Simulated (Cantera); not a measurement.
Charge: 1 mol Hg, 0.19 mol H₂, 0.011 mol O₂, equilibrated at 1250 °C and 0.110 bar.

Cantera equilibrium calculation (NASA polynomials, part measured and part estimated; ideal gas, pure solids and liquids). Candidate condensed phases: H₂O, Hg, HgO; 10 gas species. Equilibrium is a limit: real reactors are often held back by kinetics, nucleation or transport.

Base state: Hg 0.840, H₂ 0.141, H₂O 0.0185, H 2.62e-5 (mole fractions); condensed: gas only.

Question: What changes in the equilibrium state with this change: Hg replaced by Pb?

Answer: 
```tsv
species	before	after
H₂	0.141	0.638
Pb	0	0.278
H₂O	0.0185	0.0835
Hg	0.840	0
Pb₂	0	0.000135
PbO	0	1.62e-5
Pb(l), mol	0	0.927
```
Further candidate phases: Pb, PbO, PbO₂, Pb₃O₄.
